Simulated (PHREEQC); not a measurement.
Solution (25 °C): 0.16 mol CdSO4, 0.08 mol NaCl and 0.00061 mol FeSO4 per kg of water. Closed to the air; pH follows from the charge balance.

Model: ion-association model, phreeqc.dat, run in PHREEQC.

Each row changes one thing in this solution. This is a speciation only: nothing precipitates in the calculation.

```json
[
 {"case": "as made", "pH": "5.68", "ionic strength (mol/kgw)": "0.333", "SO4-2 (mol/kgw)": "0.0563", "Cl- (mol/kgw)": "0.0348", "HSO4- (mol/kgw)": "3.79e-6"},
 {"case": "FeSO4 left out", "pH": "5.68", "ionic strength (mol/kgw)": "0.331", "SO4-2 (mol/kgw)": "0.0561", "Cl- (mol/kgw)": "0.0348", "HSO4- (mol/kgw)": "3.79e-6"},
 {"case": "diluted 2-fold with water", "pH": "5.80", "ionic strength (mol/kgw)": "0.182", "SO4-2 (mol/kgw)": "0.0343", "Cl- (mol/kgw)": "0.0213", "HSO4- (mol/kgw)": "2.13e-6"},
 {"case": "temperature from 25 to 50 °C", "pH": "5.59", "ionic strength (mol/kgw)": "0.330", "SO4-2 (mol/kgw)": "0.0575", "Cl- (mol/kgw)": "0.0345", "HSO4- (mol/kgw)": "8.33e-6"},
 {"case": "NaCl replaced by FeCl3 at the same molality", "pH": "2.51", "ionic strength (mol/kgw)": "0.345", "SO4-2 (mol/kgw)": "0.0417", "Cl- (mol/kgw)": "0.114", "HSO4- (mol/kgw)": "0.00408"},
 {"case": "CdSO4 left out", "pH": "6.53", "ionic strength (mol/kgw)": "0.0822", "SO4-2 (mol/kgw)": "0.000519", "Cl- (mol/kgw)": "0.0800", "HSO4- (mol/kgw)": "7.56e-9"}
]
```

Species that the database lacks are ignored. Some of these states are supersaturated (in Hematite (slow to form), Goethite (slow to form), for instance). Constants without temperature data keep their 25 °C values here.
